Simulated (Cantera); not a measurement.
# Low-pressure radical oxidation in H2/O2

An isothermal, constant-pressure homogeneous reactor starts with H₂ : O₂ = 0.025 : 1 (molar parts), equivalence ratio 0.013, at 1375 K and 0.0286 atm.

Model: GRI-Mech 3.0 (53 species, 325 reactions), integrated in Cantera. Radical loss at walls, strong at low pressure, is not modelled.

```json
[
 {"t (s)": "0.000200", "x H₂": "0.0244", "x O₂": "0.976", "x H₂O₂": "2.58e-10", "x H₂O": "7.48e-7", "x H": "1.66e-7", "x HO₂": "1.71e-7", "x OH": "6.18e-7"},
 {"t (s)": "0.000971", "x H₂": "0.00836", "x O₂": "0.962", "x H₂O₂": "1.43e-7", "x H₂O": "0.0125", "x H": "0.00201", "x HO₂": "3.02e-6", "x OH": "0.00514"},
 {"t (s)": "0.00472", "x H₂": "0.000202", "x O₂": "0.956", "x H₂O₂": "5.83e-8", "x H₂O": "0.0221", "x H": "0.00139", "x HO₂": "2.21e-6", "x OH": "0.00278"},
 {"t (s)": "0.0229", "x H₂": "0.000128", "x O₂": "0.963", "x H₂O₂": "5.17e-8", "x H₂O": "0.0230", "x H": "0.000677", "x HO₂": "1.79e-6", "x OH": "0.00222"},
 {"t (s)": "0.111", "x H₂": "3.01e-5", "x O₂": "0.972", "x H₂O₂": "2.98e-8", "x H₂O": "0.0240", "x H": "7.41e-5", "x HO₂": "8.14e-7", "x OH": "0.00108"},
 {"t (s)": "0.540", "x H₂": "2.60e-6", "x O₂": "0.975", "x H₂O₂": "7.75e-9", "x H₂O": "0.0245", "x H": "1.86e-6", "x HO₂": "1.47e-7", "x OH": "0.000319"},
 {"t (s)": "2.62", "x H₂": "2.21e-7", "x O₂": "0.975", "x H₂O₂": "1.29e-9", "x H₂O": "0.0246", "x H": "4.62e-8", "x HO₂": "3.72e-8", "x OH": "9.33e-5"},
 {"t (s)": "12.7", "x H₂": "4.90e-8", "x O₂": "0.975", "x H₂O₂": "4.13e-10", "x H₂O": "0.0247", "x H": "4.86e-9", "x HO₂": "4.63e-8", "x OH": "4.41e-5"},
 {"t (s)": "61.8", "x H₂": "4.52e-8", "x O₂": "0.975", "x H₂O₂": "3.92e-10", "x H₂O": "0.0247", "x H": "4.31e-9", "x HO₂": "4.76e-8", "x OH": "4.23e-5"},
 {"t (s)": "300", "x H₂": "4.52e-8", "x O₂": "0.975", "x H₂O₂": "3.92e-10", "x H₂O": "0.0247", "x H": "4.31e-9", "x HO₂": "4.76e-8", "x OH": "4.23e-5"}
]
```
x: mole fraction; the columns are a selection and need not sum to one.

Equilibrium at this temperature and pressure: H₂ 4.52e-8, O₂ 0.975, H₂O₂ 3.92e-10, H₂O 0.0247, H 4.31e-9, HO₂ 4.76e-8, OH 4.23e-5 (gas phase only).
